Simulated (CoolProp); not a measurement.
Vapour-liquid equilibrium of propylene (1) + 1-butene (2) at 224.8 K; x and y are mole fractions of (1).

Computed with CoolProp (multi-fluid Helmholtz-energy mixture model, Lemmon 2013 and Lemmon 2005; pair parameters Bell 2016).

| x | bubble pressure, mixture model (MPa) | bubble pressure, Raoult's law (MPa) | y, mixture model | y, Raoult's law |
|---|---|---|---|---|
| 0.05 | 0.01792 | 0.01793 | 0.270 | 0.273 |
| 0.125 | 0.02421 | 0.02425 | 0.500 | 0.505 |
| 0.2 | 0.03050 | 0.03057 | 0.636 | 0.641 |
| 0.275 | [?] | 0.03689 | 0.725 | 0.730 |
| 0.35 | 0.04305 | 0.04322 | [?] | 0.794 |
| 0.425 | 0.04932 | 0.04954 | 0.836 | 0.841 |
| 0.5 | 0.05560 | 0.05586 | 0.872 | 0.877 |
| 0.575 | 0.06189 | 0.06218 | 0.902 | 0.906 |
| 0.65 | 0.06820 | 0.06850 | [?] | 0.930 |
| 0.725 | [?] | 0.07482 | 0.947 | 0.950 |
| 0.8 | [?] | 0.08114 | 0.964 | 0.966 |
| 0.875 | [?] | 0.08747 | 0.979 | 0.980 |
| 0.95 | 0.09369 | 0.09379 | 0.992 | 0.993 |

Problem. Fill in the missing entries.

Solution. 
- 0.275, bubble pressure, mixture model (MPa): 0.03677
- 0.35, y, mixture model: 0.788
- 0.65, y, mixture model: 0.926
- 0.725, bubble pressure, mixture model (MPa): 0.07453
- 0.8, bubble pressure, mixture model (MPa): 0.08088
- 0.875, bubble pressure, mixture model (MPa): 0.08726

The largest gap from Raoult's law is -0.5 % in bubble pressure, at x = 0.575. No azeotrope shows between x = 0.05 and 0.95.

Pair parameters are fitted to limited data, so mixtures are less certain than the pure fluids.
